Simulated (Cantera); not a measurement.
Charge: 1 mol Zr, 9.8 mol N2O, 27 mol H2, held at 2.70 bar.

Equilibrium computed with Cantera from the NASA thermochemical tables; the gas is ideal and each condensed phase is pure. Candidate condensed phases: H2O, Zr, ZrN, ZrO2; 28 gas species. Kinetics and transport are ignored.

x: gas mole fraction; n: condensed amount in mol.

```tsv
T (°C)	x H2	x N2	x H2O	x H	x OH	x NO	x O	n ZrO2(monoclinic)	n ZrO2(tetragonal)	n ZrO2(s)
1077	0.522	0.266	0.212	1.05e-6	6.91e-9	(withheld)	<1e-12	1.00	0	0
1227	0.522	0.266	0.212	7.74e-6	8.98e-8	(withheld)	1.15e-12	0	1.00	0
1377	0.522	0.266	0.212	3.99e-5	7.33e-7	(withheld)	4.57e-11	0	1.00	0
1527	0.522	0.266	0.212	0.000157	4.22e-6	(withheld)	9.86e-10	0	1.00	0
1677	0.521	0.266	0.212	0.000504	1.86e-5	(withheld)	1.33e-8	0	1.00	0
1827	0.521	0.266	0.212	0.00137	6.62e-5	(withheld)	1.24e-7	0	1.00	0
1977	0.519	0.266	0.211	0.00326	0.000199	(withheld)	8.61e-7	0	1.00	0
2127	0.517	0.265	0.211	0.00696	0.000521	(withheld)	4.70e-6	0	1.000	0
2277	0.512	0.264	0.209	0.0136	0.00122	(withheld)	2.11e-5	0	1.000	0
2427	0.504	0.263	0.206	0.0245	0.00257	(withheld)	7.99e-5	0	0	1.000
```

**Question.** Complete the blanks.

**Answer.** 
- 1077, x NO: 3.47e-11
- 1227, x NO: 7.26e-10
- 1377, x NO: 8.78e-9
- 1527, x NO: 7.02e-8
- 1677, x NO: 4.09e-7
- 1827, x NO: 1.85e-6
- 1977, x NO: 6.86e-6
- 2127, x NO: 2.16e-5
- 2277, x NO: 5.94e-5
- 2427, x NO: 0.000146
